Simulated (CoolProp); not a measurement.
The fluid at 413.85 K and 0.362 MPa is throttled through a valve to 0.152 MPa with no heat exchange. The same conditions are run with several fluids, on thermodynamics alone (safety and materials aside).

Computed with CoolProp (reference Helmholtz-energy equation of state of each fluid (tetrahydrofuran: Fiedler 2023; R407C: Lemmon 2003; n-hexane: Thol 2019; nitrogen: Span 2000; methanol: de Reuck 1993)). Blends and air are pseudo-pure fits.

```json
[
 {"fluid": "tetrahydrofuran", "temperature change (K)": "-3.2", "final density (kg/m³)": "3.29"},
 {"fluid": "R407C", "temperature change (K)": "-1.5", "final density (kg/m³)": "3.85"},
 {"fluid": "n-hexane", "temperature change (K)": "-3.5", "final density (kg/m³)": "3.99"},
 {"fluid": "nitrogen", "temperature change (K)": "-0.2", "final density (kg/m³)": "1.24"},
 {"fluid": "methanol", "temperature change (K)": "-7.8", "final density (kg/m³)": "1.47"}
]
```
